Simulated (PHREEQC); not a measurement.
Solution (20 °C): 0.0088 mol NH4HF2, 0.15 mol H2SiF6, 0.00024 mol H3BO3 and 0.042 mol H2SO4 per kg of water. Closed to the air; pH follows from the charge balance.

Model: ion-association model, phreeqc.dat, run in PHREEQC.

Each row changes one thing in this solution. This is a speciation only: nothing precipitates in the calculation.

```csv
case,pH,ionic strength (mol/kgw),HSO4- (mol/kgw),HF (mol/kgw),SO4-2 (mol/kgw),BF4- (mol/kgw)
as made,0.59,0.503,0.0362,0.0172,0.00567,0.000231
diluted 100-fold with water,2.50,0.00495,7.65e-5,0.00198,0.000343,5.17e-7
H3BO3 from 0.00024 to 0.00036 mol/kgw,0.59,0.503,0.0362,[?],0.00567,0.000346
H3BO3 from 0.00024 to 0.00048 mol/kgw,0.58,0.503,0.0362,0.0164,0.00567,0.000460
diluted 2-fold with water,0.87,0.253,0.0170,0.0108,0.00396,0.000107
NH4HF2 replaced by NH4F at the same molality,0.59,[?],0.0362,0.0123,[?],0.000217
H2SiF6 replaced by KF at the same molality,[?],0.182,0.00140,0.0728,0.0314,0.000239
diluted 10-fold with water,1.54,0.0510,0.00246,0.00531,0.00173,1.53e-5
NH4HF2 left out,0.58,0.498,0.0364,0.0106,[?],0.000203
```

Q: Fill in the missing entries.

A: 
- H3BO3 from 0.00024 to 0.00036 mol/kgw, HF (mol/kgw): 0.0168
- NH4HF2 replaced by NH4F at the same molality, ionic strength (mol/kgw): 0.501
- NH4HF2 replaced by NH4F at the same molality, SO4-2 (mol/kgw): 0.00568
- H2SiF6 replaced by KF at the same molality, pH: 2.90
- NH4HF2 left out, SO4-2 (mol/kgw): 0.00559

Complexes and solids missing from the database can't appear. Some of these states are supersaturated (in Quartz (slow to form), Chalcedony (slow to form), SiO2(a), for instance). SiF6-2 is the database's only silicon fluoride. Real BF4- forms and hydrolyses slowly; the run takes it at equilibrium.
